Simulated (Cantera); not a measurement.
What does this Cantera script print?

```python
import numpy as np
import cantera as ct

gas = ct.Solution("gri30.yaml")


def delay(T, t_max=10):
    gas.TPX = T, 2800000, {'C2H4': 1, 'O2': 2.14, 'N2': 8.06, 'H2O': 0.46}
    reactor = ct.IdealGasReactor(gas, clone=False)
    net = ct.ReactorNet([reactor])
    net.rtol, net.atol = 1e-8, 1e-16
    while net.time < t_max:
        t_old, T_old = net.time, reactor.T
        net.step()
        if reactor.T > T + 400:  # ignition: a rise of 400 K
            return t_old + (T + 400 - T_old) / (reactor.T - T_old) * (net.time - t_old)
    return np.nan


taus = []
for T in [1300, 1400, 1500, 1600, 1700, 1800]:
    taus.append(delay(T))
    print(f"T0 = {T:6g} K   tau = {taus[-1]:.4e} s")
```

Output:

```
T0 =   1300 K   tau = 8.1886e-05 s
T0 =   1400 K   tau = 1.6662e-05 s
T0 =   1500 K   tau = 4.0847e-06 s
T0 =   1600 K   tau = 1.4826e-06 s
T0 =   1700 K   tau = 7.8349e-07 s
T0 =   1800 K   tau = 5.0232e-07 s
```

Computed with Cantera and GRI-Mech 3.0 (53 species, 325 reactions). GRI-Mech 3.0 was tuned for natural gas; its chemistry of ethylene as a main component is partial and can be far from experiment. The pressure lies above the range GRI-Mech 3.0 was tuned for (to about 10 atm).
